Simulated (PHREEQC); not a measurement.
**Acid rinse or clean (model solution)**

Dissolve 0.003 mol HBr, 0.00044 mol NaCl and 0.068 mol MgCl2 per kg of water at 25 °C. Closed to the air; pH follows from the charge balance.

Equilibrium calculation in PHREEQC: ion-association model, phreeqc.dat.

```json
{
 "pH": "2.62",
 "ionic_strength": "0.207 mol/kgw",
 "specific_conductance": "13600 µS/cm",
 "density": "1.003 g/cm³",
 "total_alkalinity": "-3.00 meq/kg"
}
```

```
species  molality  activity   log γ
-------  --------  --------  ------
Cl-         0.136    0.0973  -0.147
Mg+2       0.0680    0.0231  -0.468
H+        0.00300   0.00239  -0.099
Br-       0.00300   0.00207  -0.160
Na+      0.000440  0.000328  -0.127
```

No solid was allowed to form. Complexes and solids missing from the database can't appear.
